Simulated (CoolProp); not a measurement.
The fluid at 298.15 K and 2.8 MPa (stagnation) flows isentropically through a choked orifice. The same conditions are run with several fluids, on thermodynamics alone (safety and materials aside).

The numbers come from the reference Helmholtz-energy equation of state of each fluid (nitrous oxide: Lemmon 2006; carbon dioxide: Span 1996; ethylene: Smukala 2000; oxygen: Schmidt 1985; dry air: Lemmon 2000) in CoolProp. Blends and air are pseudo-pure fits.

```json
[
 {"fluid": "nitrous oxide", "throat to inlet pressure ratio": "0.554", "mass flux (kg/(m² s))": "8520", "throat temperature (K)": "258.6"},
 {"fluid": "carbon dioxide", "throat to inlet pressure ratio": "0.548", "mass flux (kg/(m² s))": "8510", "throat temperature (K)": "257.1"},
 {"fluid": "ethylene", "throat to inlet pressure ratio": "0.559", "mass flux (kg/(m² s))": "6760", "throat temperature (K)": "260.8"},
 {"fluid": "oxygen", "throat to inlet pressure ratio": "0.526", "mass flux (kg/(m² s))": "6980", "throat temperature (K)": "247.6"},
 {"fluid": "dry air", "throat to inlet pressure ratio": "0.525", "mass flux (kg/(m² s))": "6630", "throat temperature (K)": "247.2"}
]
```
